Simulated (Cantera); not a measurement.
A Cantera script and its output.

```python
import numpy as np
import cantera as ct

gas = ct.Solution("h2o2.yaml")
gas.TPX = 1400, 58000, {'H2': 0.36, 'O2': 1, 'N2': 1.5}
reactor = ct.IdealGasConstPressureReactor(gas, energy="off", clone=False)
net = ct.ReactorNet([reactor])
net.rtol, net.atol = 1e-08, 1e-18
show = ['H2', 'O2', 'H', 'H2O', 'HO2']
times = np.geomspace(3e-05, 20, 9)

steps = ct.SolutionArray(gas, extra=["t"])
rows = []
print(f"{'t/s':>10s}{'T/K':>9s}{'P/Pa':>11s}" + "".join(f"{s:>11s}" for s in show))
for t in times:
    while net.time < t:
        t_next = net.step()
        steps.append(gas.state, t=t_next)
    rows.append([np.interp(t, steps.t, y) for y in (steps.T, steps.P, *steps(*show).X.T)])
    print(f"{t:10.3e}{rows[-1][0]:9.1f}{rows[-1][1]:11.4g}" + "".join(f"{x:11.3e}" for x in rows[-1][2:]))
rate = np.gradient(steps.T, steps.t)
print("integrator steps:", len(steps.t))
if steps.T.max() > steps.T[0] + 200:
    print(f"time of steepest temperature rise: {steps.t[rate.argmax()]:.4e} s")
gas.TPX = 1400, 58000, {'H2': 0.36, 'O2': 1, 'N2': 1.5}
gas.equilibrate("TP")
print(f"equilibrium (TP): T = {gas.T:.1f} K  " + "  ".join(f"{s} {gas[s].X[0]:.3e}" for s in show))
```

Output:

```
       t/s      T/K       P/Pa         H2         O2          H        H2O        HO2
 3.000e-05   1400.0    5.8e+04  1.448e-02  2.866e-01  3.242e-02  9.107e-02  7.930e-05
 1.604e-04   1400.0    5.8e+04  6.542e-04  3.038e-01  4.683e-04  1.318e-01  3.856e-05
 8.572e-04   1400.0    5.8e+04  2.181e-05  3.058e-01  3.169e-06  1.340e-01  3.089e-06
 4.582e-03   1400.0    5.8e+04  1.650e-06  3.059e-01  8.272e-08  1.342e-01  3.440e-07
 2.449e-02   1400.0    5.8e+04  2.564e-07  3.059e-01  5.637e-09  1.343e-01  1.241e-07
 1.309e-01   1400.0    5.8e+04  1.453e-07  3.060e-01  2.455e-09  1.343e-01  1.212e-07
 6.999e-01   1400.0    5.8e+04  1.450e-07  3.060e-01  2.449e-09  1.343e-01  1.212e-07
 3.741e+00   1400.0    5.8e+04  1.450e-07  3.060e-01  2.449e-09  1.343e-01  1.212e-07
 2.000e+01   1400.0    5.8e+04  1.450e-07  3.060e-01  2.449e-09  1.343e-01  1.212e-07
integrator steps: 1569
equilibrium (TP): T = 1400.0 K  H2 1.450e-07  O2 3.060e-01  H 2.449e-09  H2O 1.343e-01  HO2 1.212e-07
```

Cantera simulation using the H2/O2 subset of GRI-Mech 3.0, which has no nitrogen chemistry; the numbers are that mechanism's predictions, not measurements. The temperature is held fixed by assumption; the heat of reaction is taken as removed at once.
